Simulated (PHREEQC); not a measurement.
**Metal-bearing waste water (model solution)**

Make-up at 20 °C: 0.0051 mol CdCl2, 0.2 mol MgSO4, 0.002 mol HCl and 0.12 mol NaCl per kg of water. Closed to the air; pH follows from the charge balance.

All values are PHREEQC results (ion-association model, wateq4f.dat), not measurements.

```
Item                      Result
-----------------  -------------
pH                          3.26
ionic strength     0.507 mol/kgw
activity of water          0.991
total alkalinity    -2.00 meq/kg
```

```csv
species,molality,activity,log γ
Cl-,0.129,0.0831,-0.191
Na+,0.110,0.0783,-0.148
Mg+2,0.101,0.0299,-0.529
MgSO4,0.0989,0.111,0.051
SO4-2,0.0875,0.0181,-0.685
NaSO4-,0.00991,0.00687,-0.159
CdCl+,0.00220,0.00162,-0.133
HSO4-,0.00129,0.000860,-0.176
CdSO4,0.000933,0.00105,0.051
Cd(SO4)2-2,0.000732,0.000214,-0.534
H+,0.000711,0.000544,-0.116
```

Precipitation was switched off in this run. Species that the database lacks are ignored.
